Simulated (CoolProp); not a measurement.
R11 along the isotherm 500 K: fugacity coefficient from the reference equation and from simpler models built on Tc = 471.1 K, pc = 44.08 bar, ω = 0.189; each cubic takes its own stable root.

The numbers come from the reference Helmholtz-energy equation of state, Jacobsen 1992 in CoolProp.

```json
[
 {"p (bar)": "22", "phase": "gas", "reference": "0.8651", "van der Waals": "0.8731", "Redlich-Kwong": "0.8610", "Soave-Redlich-Kwong": "0.8641", "Peng-Robinson": "0.8492"},
 {"p (bar)": "44.1", "phase": "supercritical", "reference": "0.7317", "van der Waals": "0.7440", "Redlich-Kwong": "0.7267", "Soave-Redlich-Kwong": "0.7335", "Peng-Robinson": "0.7096"},
 {"p (bar)": "66.1", "phase": "supercritical", "reference": "0.5963", "van der Waals": "0.6032", "Redlich-Kwong": "0.5922", "Soave-Redlich-Kwong": "0.6050", "Peng-Robinson": "0.5785"},
 {"p (bar)": "88.2", "phase": "supercritical", "reference": "0.4933", "van der Waals": "0.5090", "Redlich-Kwong": "0.4944", "Soave-Redlich-Kwong": "0.5079", "Peng-Robinson": "0.4813"},
 {"p (bar)": "110", "phase": "supercritical", "reference": "0.4298", "van der Waals": "0.4535", "Redlich-Kwong": "0.4342", "Soave-Redlich-Kwong": "0.4471", "Peng-Robinson": "0.4202"},
 {"p (bar)": "132", "phase": "supercritical", "reference": "0.3873", "van der Waals": "0.4179", "Redlich-Kwong": "0.3937", "Soave-Redlich-Kwong": "0.4062", "Peng-Robinson": "0.3787"},
 {"p (bar)": "154", "phase": "supercritical", "reference": "0.3578", "van der Waals": "0.3944", "Redlich-Kwong": "0.3655", "Soave-Redlich-Kwong": "0.3776", "Peng-Robinson": "0.3494"},
 {"p (bar)": "176", "phase": "supercritical", "reference": "0.3366", "van der Waals": "0.3789", "Redlich-Kwong": "0.3452", "Soave-Redlich-Kwong": "0.3570", "Peng-Robinson": "0.3279"},
 {"p (bar)": "198", "phase": "supercritical", "reference": "0.3210", "van der Waals": "0.3688", "Redlich-Kwong": "0.3304", "Soave-Redlich-Kwong": "0.3419", "Peng-Robinson": "0.3118"},
 {"p (bar)": "220", "phase": "supercritical", "reference": "0.3095", "van der Waals": "0.3628", "Redlich-Kwong": "0.3195", "Soave-Redlich-Kwong": "0.3309", "Peng-Robinson": "0.2996"}
]
```
